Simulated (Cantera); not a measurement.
A Cantera script and its output.

```python
import numpy as np
import cantera as ct

gas = ct.Solution("gri30.yaml")
gas.TPX = 1748, 100000, {'C2H6': 1, 'N2': 2.8}
reactor = ct.IdealGasConstPressureReactor(gas, energy="off", clone=False)
net = ct.ReactorNet([reactor])
net.rtol, net.atol = 1e-08, 1e-18
show = ['C2H6', 'H', 'CH2', 'C2H4', 'H2', 'HCN', 'CH3']
times = np.geomspace(1e-06, 200, 9)

steps = ct.SolutionArray(gas, extra=["t"])
rows = []
print(f"{'t/s':>10s}{'T/K':>9s}{'P/Pa':>11s}" + "".join(f"{s:>11s}" for s in show))
for t in times:
    while net.time < t:
        t_next = net.step()
        steps.append(gas.state, t=t_next)
    rows.append([np.interp(t, steps.t, y) for y in (steps.T, steps.P, *steps(*show).X.T)])
    print(f"{t:10.3e}{rows[-1][0]:9.1f}{rows[-1][1]:11.4g}" + "".join(f"{x:11.3e}" for x in rows[-1][2:]))
rate = np.gradient(steps.T, steps.t)
print("integrator steps:", len(steps.t))
if steps.T.max() > steps.T[0] + 200:
    print(f"time of steepest temperature rise: {steps.t[rate.argmax()]:.4e} s")
gas.TPX = 1748, 100000, {'C2H6': 1, 'N2': 2.8}
gas.equilibrate("TP")
print(f"equilibrium (TP): T = {gas.T:.1f} K  " + "  ".join(f"{s} {gas[s].X[0]:.3e}" for s in show))
```

Output:

```
       t/s      T/K       P/Pa       C2H6          H        CH2       C2H4         H2        HCN        CH3
 1.000e-06   1748.0      1e+05  2.538e-01  8.114e-05  6.662e-06  8.989e-04  9.737e-04  7.674e-10  9.355e-03
 1.091e-05   1748.0      1e+05  1.120e-01  4.744e-04  2.690e-05  7.861e-02  7.740e-02  3.378e-07  1.645e-02
 1.189e-04   1748.0      1e+05  6.812e-04  1.674e-04  9.594e-07  5.881e-02  2.059e-01  5.627e-07  1.354e-03
 1.297e-03   1748.0      1e+05  7.430e-05  9.107e-05  1.920e-07  4.813e-03  2.533e-01  5.437e-07  5.445e-04
 1.414e-02   1748.0      1e+05  2.553e-05  1.089e-04  1.231e-07  1.814e-03  2.928e-01  6.050e-07  3.264e-04
 1.542e-01   1748.0      1e+05  1.572e-06  1.315e-04  3.050e-08  1.886e-03  3.330e-01  8.805e-07  7.214e-05
 1.682e+00   1748.0      1e+05  1.094e-06  1.333e-04  2.356e-08  1.903e-03  3.355e-01  2.380e-06  5.506e-05
 1.834e+01   1748.0      1e+05  1.094e-06  1.333e-04  2.356e-08  1.902e-03  3.355e-01  2.284e-05  5.506e-05
 2.000e+02   1748.0      1e+05  1.093e-06  1.333e-04  2.355e-08  1.901e-03  3.355e-01  3.247e-04  5.503e-05
integrator steps: 1648
equilibrium (TP): T = 1748.0 K  C2H6 6.991e-07  H 1.337e-04  CH2 1.878e-08  C2H4 1.208e-03  H2 3.376e-01  HCN 1.264e-01  CH3 4.401e-05
```

Cantera simulation using GRI-Mech 3.0 (53 species, 325 reactions); the numbers are that mechanism's predictions, not measurements. GRI-Mech 3.0 stops at C3 and has no aromatics, soot or wall deposition, so with more carbon than oxygen in the feed, carbon stays in small species such as C2H2 where larger ones or solid carbon would form.
